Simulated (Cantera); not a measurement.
Input (Python, Cantera):

```python
import numpy as np
import cantera as ct

gas = ct.Solution("gri30.yaml")
gas.TPX = 1075, 1600, {'H2': 0.42, 'O2': 1, 'N2': 0.39}
reactor = ct.IdealGasConstPressureReactor(gas, energy="off", clone=False)
net = ct.ReactorNet([reactor])
net.rtol, net.atol = 1e-08, 1e-18
show = ['H2', 'O2', 'H2O', 'H', 'NO', 'HO2']
times = np.geomspace(2e-06, 30, 9)

steps = ct.SolutionArray(gas, extra=["t"])
rows = []
print(f"{'t/s':>10s}{'T/K':>9s}{'P/Pa':>11s}" + "".join(f"{s:>11s}" for s in show))
for t in times:
    while net.time < t:
        t_next = net.step()
        steps.append(gas.state, t=t_next)
    rows.append([np.interp(t, steps.t, y) for y in (steps.T, steps.P, *steps(*show).X.T)])
    print(f"{t:10.3e}{rows[-1][0]:9.1f}{rows[-1][1]:11.4g}" + "".join(f"{x:11.3e}" for x in rows[-1][2:]))
rate = np.gradient(steps.T, steps.t)
print("integrator steps:", len(steps.t))
if steps.T.max() > steps.T[0] + 200:
    print(f"time of steepest temperature rise: {steps.t[rate.argmax()]:.4e} s")
gas.TPX = 1075, 1600, {'H2': 0.42, 'O2': 1, 'N2': 0.39}
gas.equilibrate("TP")
print(f"equilibrium (TP): T = {gas.T:.1f} K  " + "  ".join(f"{s} {gas[s].X[0]:.3e}" for s in show))
```

Result:

```
       t/s      T/K       P/Pa         H2         O2        H2O          H         NO        HO2
 2.000e-06   1075.0       1600  2.320e-01  5.525e-01  7.657e-15  1.994e-11  2.141e-28  2.010e-11
 1.578e-05   1075.0       1600  2.320e-01  5.525e-01  2.987e-12  1.521e-10  1.073e-25  1.587e-10
 1.245e-04   1075.0       1600  2.320e-01  5.525e-01  7.214e-10  1.524e-09  5.777e-23  1.257e-09
 9.819e-04   1075.0       1600  2.320e-01  5.525e-01  4.469e-06  3.213e-06  9.047e-18  4.015e-08
 7.746e-03   1075.0       1600  8.141e-03  4.715e-01  2.228e-01  3.510e-02  8.711e-07  1.217e-05
 6.111e-02   1075.0       1600  1.157e-04  4.933e-01  2.620e-01  4.425e-05  1.076e-06  3.413e-06
 4.821e-01   1075.0       1600  2.182e-06  4.937e-01  2.625e-01  1.474e-07  1.073e-06  1.443e-07
 3.803e+00   1075.0       1600  1.441e-07  4.937e-01  2.625e-01  2.896e-09  1.075e-06  1.207e-08
 3.000e+01   1075.0       1600  1.479e-08  4.937e-01  2.625e-01  1.000e-10  1.076e-06  2.410e-09
integrator steps: 1920
equilibrium (TP): T = 1075.0 K  H2 2.083e-09  O2 4.937e-01  H2O 2.625e-01  H 5.330e-12  NO 5.777e-05  HO2 3.110e-09
```

Cantera simulation using GRI-Mech 3.0 (53 species, 325 reactions); the numbers are that mechanism's predictions, not measurements. Radical loss at walls, strong at low pressure, is not modelled. The temperature is held fixed by assumption; the heat of reaction is taken as removed at once.
